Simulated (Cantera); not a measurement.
Input: 1 mol C3H8, 0.61 mol NH3, 4.7 mol H2, 2.8 mol H2O, equilibrated at 12.0 bar.

Method: chemical equilibrium by Gibbs-energy minimisation in Cantera with the NASA 1993 tables (ideal gas, pure condensed phases). Candidate condensed phases: C, C6H6, C7H8, C8H18, H2O; 136 gas species. The numbers say what is thermodynamically allowed, not how fast it happens.

x: gas mole fraction; nothing condenses.

```csv
T (K),x H2,x CH4,x H2O,x CO,x N2,x CO2
700,0.367,0.310,0.289,3.45e-6,0.0294,2.56e-5
750,0.370,0.309,0.288,4.20e-5,0.0302,0.000200
800,0.375,0.307,0.285,0.000366,0.0306,0.00117
850,0.391,0.298,0.273,___,0.0305,___
900,0.425,0.278,0.247,0.00819,0.0299,0.0109
950,0.475,0.247,0.211,0.0215,0.0287,0.0170
1000,___,___,___,___,0.0272,0.0197
1050,0.590,0.165,0.130,0.0703,0.0256,0.0183
1100,0.641,0.126,0.0955,0.0986,0.0241,0.0145
1150,0.683,0.0926,0.0673,0.123,0.0229,0.0102
1200,0.715,0.0671,0.0460,0.143,0.0219,0.00668
1250,0.738,0.0488,0.0307,0.156,0.0212,0.00416
1300,0.754,0.0363,0.0202,0.166,0.0207,0.00252
1350,0.765,0.0280,0.0131,0.172,0.0204,0.00150
```

### Question
What belongs in the gaps?

### Answer

- 1000, x H2: 0.532
- 1000, x CH4: 0.207
- 1000, x H2O: 0.170
- 1000, x CO: 0.0430
- 850, x CO: 0.00216
- 850, x CO2: 0.00461
